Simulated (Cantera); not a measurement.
Charge: 1 mol CS2, 0.42 mol H2, 0.69 mol SO2, at 2425 K and 0.170 bar.

Cantera equilibrium calculation (NASA polynomials, part measured and part estimated; ideal gas, pure solids and liquids). Rates play no part.

| species | before | after |
|---|---|---|
| H2 | 0.0916 | 0.320 |
| S2 | 0.377 | 0.248 |
| CO | 0.324 | 0.226 |
| SO2 | 0.0166 | 0.00427 |
| H2S | 0.00528 | 0.0150 |
| CO2 | 0.0143 | 0.00561 |
| SO | 0.0548 | 0.0250 |
| H2O | 0.0241 | 0.0476 |
| H | 0.0131 | 0.0246 |
| SH | 0.0289 | 0.0438 |
| S | 0.0472 | 0.0382 |
| S2O | 0.00174 | 0.000645 |
| O | 6.27e-5 | 3.54e-5 |
| COS | 0.000727 | 0.000411 |
| OH | 0.000656 | 0.000692 |
Gas species are given as mole fractions.

Task: What was changed between the two runs?
A) SO2 from 0.69 to 0.053 mol
B) H2 from 0.42 to 0.046 mol
C) temperature from 2425 K to 1598.15 K
D) H2 from 0.42 to 1.8 mol

Result: D, H2 from 0.42 to 1.8 mol
